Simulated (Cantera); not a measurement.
Equilibrium for silicon etching in halogen gases: Si + NF₃ + N₂

Charge: 1 mol Si, 4.4 mol NF₃, 28 mol N₂, at 1.00 bar.

These are equilibrium values from Cantera (NASA tables, ideal gas, pure condensed phases), not measurements of a reactor. Candidate condensed phases: Si, Si₃N₄; 16 gas species. The numbers say what is thermodynamically allowed, not how fast it happens.

From 575 K to 1075 K nothing is condensed. The main Si-bearing gas is SiF₄ throughout.

| T (K) | x N₂ | x F₂ | x NF₃ | x F | x SiF₄ | x NF₂ |
|---|---|---|---|---|---|---|
| 575 | 0.876 | 0.000167 | 0.0936 | 8.98e-7 | 0.0305 | 3.06e-10 |
| 625 | 0.876 | 0.000726 | 0.0932 | 7.26e-6 | 0.0305 | 2.35e-9 |
| 675 | 0.875 | 0.00251 | 0.0918 | 4.30e-5 | 0.0305 | 1.32e-8 |
| 725 | 0.874 | 0.00718 | 0.0884 | 0.000198 | 0.0304 | 5.73e-8 |
| 775 | 0.871 | 0.0173 | 0.0808 | 0.000735 | 0.0302 | 1.98e-7 |
| 825 | 0.866 | 0.0348 | 0.0674 | 0.00225 | 0.0298 | 5.48e-7 |
| 875 | 0.858 | 0.0581 | 0.0490 | 0.00576 | 0.0292 | 1.21e-6 |
| 925 | 0.849 | 0.0802 | 0.0301 | 0.0125 | 0.0286 | 2.15e-6 |
| 975 | 0.839 | 0.0935 | 0.0159 | 0.0233 | 0.0281 | 3.14e-6 |
| 1025 | 0.830 | 0.0962 | 0.00759 | 0.0388 | 0.0276 | 3.96e-6 |
| 1075 | 0.820 | 0.0905 | 0.00341 | 0.0590 | 0.0272 | 4.48e-6 |
x: gas mole fraction; nothing condenses.
